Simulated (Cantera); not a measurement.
# BF₃ + H₂O + N₂ (boron, boron nitride and boron oxide)

A closed system holds: 1 mol BF₃, 0.11 mol H₂O, 2.2 mol N₂, equilibrated at 1.00 bar.

Cantera equilibrium calculation (NASA polynomials, part measured and part estimated; ideal gas, pure solids and liquids). Candidate condensed phases: B, BN, B₂O₃, B₃O₃H₃, H₂O; 62 gas species. The tables' values for BF₂ are old estimates; treat these amounts as uncertain. Gases not in the tables: H₃BO₃. The numbers say what is thermodynamically allowed, not how fast it happens.

```csv
T (K),x N₂,x BF₃,x HF,x BOF,x H₂O
873,0.661,0.284,0.0322,7.11e-7,0.0169
1023,0.660,0.279,0.0423,3.22e-5,0.0118
1173,0.659,0.275,0.0497,0.000532,0.00808
1323,0.657,0.271,0.0548,0.00435,0.00536
1473,0.650,0.266,0.0587,0.0181,0.00299
1623,0.644,0.262,0.0623,0.0301,0.000977
1773,0.643,0.261,0.0638,0.0318,0.000252
1923,0.643,0.260,0.0641,0.0320,7.54e-5
2073,0.643,0.260,0.0642,0.0320,2.65e-5
2223,0.643,0.260,0.0643,0.0320,1.07e-5
```
x: gas mole fraction; nothing condenses.

From 873 K to 2223 K nothing is condensed.
